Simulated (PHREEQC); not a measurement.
**Leach liquor (model solution)**

Dissolve 2 mmol/kgw H2SO4, 0.29 mmol/kgw FeSO4 and 0.81 mmol/kgw Na2SO4 at 15 °C. Closed to the air; pH follows from the charge balance.

All values are PHREEQC results (ion-association model, phreeqc.dat), not measurements.

Each row changes one thing in this solution. No solid was allowed to form.

| case | pH | ionic strength (mol/kgw) | SO4-2 (mol/kgw) | HSO4- (mol/kgw) | Fe+2 (mol/kgw) | FeSO4 (mol/kgw) | SI of Melanterite (FeSO4:7H2O) |
|---|---|---|---|---|---|---|---|
| as made | 2.49 | 0.00840 | 0.00255 | 0.000493 | 0.000245 | 4.42e-5 | -4.18 |
| H2SO4 from 0.002 to 0.02 mol/kgw | 1.60 | 0.0406 | 0.00972 | 0.0113 | 0.000203 | 7.29e-5 | -3.97 |
| Na2SO4 from 0.00081 to 0.000891 mol/kgw | 2.49 | 0.00861 | 0.00262 | 0.000503 | 0.000244 | 4.49e-5 | -4.18 |
| FeSO4 from 0.00029 to 0.00145 mol/kgw | 2.51 | … | 0.00338 | 0.000598 | 0.00119 | … | -3.42 |
| diluted 2-fold with water | 2.76 | 0.00442 | 0.00138 | 0.000153 | 0.000130 | 1.52e-5 | -4.65 |
| H2SO4 from 0.002 to 0.0022 mol/kgw | 2.45 | 0.00885 | 0.00268 | 0.000562 | 0.000243 | 4.55e-5 | -4.17 |
| 2.7e-05 mol/kgw CdSO4 added | 2.49 | 0.00847 | 0.00257 | 0.000495 | 0.000245 | 4.44e-5 | -4.18 |

Task: What belongs in the gaps?

Result: 
- FeSO4 from 0.00029 to 0.00145 mol/kgw, ionic strength (mol/kgw): 0.0120
- FeSO4 from 0.00029 to 0.00145 mol/kgw, FeSO4 (mol/kgw): 0.000254

Complexes and solids missing from the database can't appear.
